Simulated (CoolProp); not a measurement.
Properties of carbonyl sulfide along the isotherm 36.25 °C (Tc = 105.6 °C, pc = 6369 kPa, ω = 0.098).

Model: reference Helmholtz-energy equation of state, Lemmon 2006, in CoolProp. It is a short technical equation, of lower accuracy than the large ones.

| p (kPa) | phase | isothermal compressibility (1/MPa) | fugacity coefficient |
|---|---|---|---|
| 1060 | gas | 1.082 | 0.8971 |
| 2120 | liquid | 0.005414 | 0.6688 |
| 3180 | liquid | 0.005099 | 0.4575 |
| 4250 | liquid | 0.004821 | 0.3513 |
| 5310 | liquid | 0.004577 | 0.2884 |
| 6370 | liquid | 0.004359 | 0.2466 |
| 7430 | liquid | 0.004164 | 0.2168 |
| 8490 | liquid | 0.003987 | 0.1946 |
| 9550 | liquid | 0.003826 | 0.1774 |
